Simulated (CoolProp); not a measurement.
A single-stage vapour-compression cycle with the fluid: evaporating at 212.15 K (dew point), condensing at 237.15 K (bubble point), superheat 10 K, subcooling 5 K, compressor efficiency 0.75, no pressure losses. The same conditions are run with several fluids, on thermodynamics alone (safety and materials aside).

Values from CoolProp's reference Helmholtz-energy equation of state of each fluid (R143a: Lemmon and Jacobsen 2000; ammonia: Gao 2020; R507A: Lemmon 2003; R404A: Lemmon 2003; chlorine: Thol 2021; dimethyl ether: Wu 2011). Blends and air are pseudo-pure fits.

```csv
fluid,cooling COP,pressure ratio,discharge temperature (K),refrigerating effect (kJ/kg),volumetric capacity (kJ/m³)
R143a,5.90,3.34,269.4,218,511
ammonia,5.48,4.32,343.5,1380,262
R507A,5.91,3.43,266.4,188,499
R404A,5.69,3.60,268.6,192,466
chlorine,5.56,3.57,332.3,287,288
dimethyl ether,5.87,3.97,284.6,473,181
```
